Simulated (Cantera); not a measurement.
# Equilibrium for boron, boron nitride and boron oxide: B₂O₃ + N₂

Feed: 1 mol B₂O₃, 0.34 mol N₂, held at 600 °C and 32.0 mbar.

Method: chemical equilibrium by Gibbs-energy minimisation in Cantera with the NASA 1993 tables (ideal gas, pure condensed phases). Candidate condensed phases: B, BN, B₂O₃; 17 gas species. Rates play no part.

```yaml
x(N₂): 1.00
n(B₂O₃(l)): 1.00 mol
gas_amount: 0.3400 mol
log10 activity of B(s) (absent): -9.66
```
